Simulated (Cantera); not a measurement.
Standard-state values (1 bar) from the NASA 1993 polynomials, evaluated with Cantera. Values are per mole of reaction as written; species without (g) are pure solids or liquids, kept so even where they would boil at 1 bar. The tables' values for C2F4 are old estimates.

C + PbF2 → CF2(g) + Pb, with ΔH° = 494.9 kJ and ΔS° = 186.8 J/K at 300 K.

**Question.** How far is the shortcut ΔG° ≈ ΔH°(300 K) − T·ΔS°(300 K) from the full temperature-dependent value at 773, 873, 973, 1073, 1173 K?

**Answer.** 
```json
[
 {"T (K)": "773", "shortcut (kJ)": "350.5", "full (kJ)": "355.2", "difference (kJ)": "-4.7", "difference in log10 K": "0.32", "condensed phases": "C(graphite), PbF2(s), Pb(l)"},
 {"T (K)": "873", "shortcut (kJ)": "331.8", "full (kJ)": "339.2", "difference (kJ)": "-7.3", "difference in log10 K": "0.44", "condensed phases": "C(graphite), PbF2(s), Pb(l)"},
 {"T (K)": "973", "shortcut (kJ)": "313.1", "full (kJ)": "323.6", "difference (kJ)": "-10.4", "difference in log10 K": "0.56", "condensed phases": "C(graphite), PbF2(s), Pb(l)"},
 {"T (K)": "1073", "shortcut (kJ)": "294.5", "full (kJ)": "308.2", "difference (kJ)": "-13.8", "difference in log10 K": "0.67", "condensed phases": "C(graphite), PbF2(s), Pb(l)"},
 {"T (K)": "1173", "shortcut (kJ)": "275.8", "full (kJ)": "294.1", "difference (kJ)": "-18.3", "difference in log10 K": "0.81", "condensed phases": "C(graphite), PbF2(l), Pb(l)"}
]
```
The shortcut ignores heat capacities and the phase changes listed.
